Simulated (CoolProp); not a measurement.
R125 at 380.05 K and 2.12 MPa flows at 0.095 m/s in a round tube of 50 mm bore and 0.25 µm roughness, fully developed (64/Re and Nu = 3.66 if laminar; Colebrook and Gnielinski if turbulent). Each further row changes one setting.

Model: reference Helmholtz-energy equation of state, Lemmon 2005, in CoolProp.

```tsv
case	Reynolds number	Darcy friction factor	pressure drop (Pa/m)	heat-transfer coefficient (W/(m² K))	mass flow (kg/h)
as stated	25800	0.0244	0.207	29.3	63.2
velocity 0.19 m/s	51500	0.0208	0.706	50.6	126
diameter 100 mm	51500	0.0208	0.0882	25.3	253
```

Viscosity comes from a separate model (Huber 2006). Thermal conductivity comes from a separate model (Perkins 2006).
